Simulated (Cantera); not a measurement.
A freely propagating, adiabatic, planar premixed flame of CH₄ : CO : O₂ : N₂ = 1 : 0.7 : 1.96 : 7.36 (molar parts), equivalence ratio 1.2, unburnt at 575 K and 323 Torr; mixture-averaged transport, grid criteria slope 0.08 and curve 0.16, no radiation.

Detailed kinetics in Cantera: GRI-Mech 3.0 (53 species, 325 reactions). Burning velocities carry a grid error of a few per cent, more on coarse grids.

**Question.** How do the results move with these cheaper or finer settings: unity-Lewis-number transport; multicomponent transport; multicomponent+Soret transport; grid criteria slope 0.5, curve 1; grid criteria slope 0.25, curve 0.5; grid criteria slope 0.03, curve 0.06?

**Answer.** 
| setting | laminar burning velocity | thermal thickness | peak x(C₂H) | peak x(H₂) | grid points |
|---|---|---|---|---|---|
| as above | 166 cm/s | 0.639 mm | 4.73e-7 | 0.0331 | 157 |
| unity-Lewis-number transport | 105 cm/s | 0.786 mm | 2.87e-7 | 0.0307 | 140 |
| multicomponent transport | 165 cm/s | 0.648 mm | 4.77e-7 | 0.0333 | 157 |
| multicomponent+Soret transport | 163 cm/s | 0.643 mm | 4.46e-7 | 0.0319 | 161 |
| grid criteria slope 0.5, curve 1 | 181 cm/s | 0.720 mm | 4.55e-7 | 0.0336 | 52 |
| grid criteria slope 0.25, curve 0.5 | 171 cm/s | 0.671 mm | 4.61e-7 | 0.0333 | 77 |
| grid criteria slope 0.03, curve 0.06 | 163 cm/s | 0.634 mm | 4.72e-7 | 0.0330 | 364 |
The base run took roughly 16 core-seconds.
Unity Lewis numbers drop preferential diffusion, which matters most where H2 and H carry the flame; Soret adds thermal diffusion.
